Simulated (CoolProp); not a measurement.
Vapour-liquid equilibrium of ethanol (1) + isohexane (2) at 1.41 MPa; x and y are mole fractions of (1).

Model: multi-fluid Helmholtz-energy mixture model, Schroeder 2014 and Lemmon 2006; pair parameters Bell 2016, in CoolProp.

```csv
x,bubble temperature (°C),y at the bubble point,dew temperature at overall composition x (°C),liquid density (mol/L)
0.05,168.3,0.117,172.1,5.696
0.15,159.8,0.278,166.5,6.154
0.25,155.4,0.376,161.2,6.615
0.35,153.2,0.442,156.4,7.129
0.45,152.2,0.493,153.0,7.732
0.55,152.1,0.539,152.1,8.451
0.65,152.5,0.587,153.8,9.307
0.75,153.8,0.649,156.7,10.32
0.85,156.5,0.741,160.0,11.49
0.95,161.3,0.891,163.2,12.83
```

y crosses x between x = 0.45 and 0.55: the model has an azeotrope there.

The pair parameters rest on a limited set of measurements; away from them the model extrapolates.
